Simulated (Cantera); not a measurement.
Feed: 1 mol CaF2, 6.9 mol O2, 2 mol H2, held at 50.0 mbar.

Cantera equilibrium calculation (NASA polynomials, part measured and part estimated; ideal gas, pure solids and liquids). Candidate condensed phases: Ca, CaF2, CaO, Ca(OH)2, H2O; 29 gas species. Mutual solubility and eutectic melting of coexisting phases are not modelled. The numbers say what is thermodynamically allowed, not how fast it happens. All values below are at 1823 K.

Base state: O2 0.681, HF 0.154, H2O 0.153, CaF2 0.00932, OH 0.00278, O 0.000557, H2 5.51e-5, H 1.44e-5 (mole fractions); condensed: CaF2(l) + CaO(s).

Problem. What changes in the equilibrium state with this change: O2 from 6.9 to 0.77 mol?

Solution. 
```csv
species,before,after
H2O,0.153,0.513
HF,0.154,0.281
H2,5.51e-5,0.195
O2,0.681,6.14e-7
CaF2,0.00932,0.00932
O,0.000557,5.28e-7
H,1.44e-5,0.000856
CaF,3.57e-7,1.16e-5
OH,0.00278,0.000157
"CaF2(l), mol",0.255,0.647
"CaO(s), mol",0.665,0.331
```
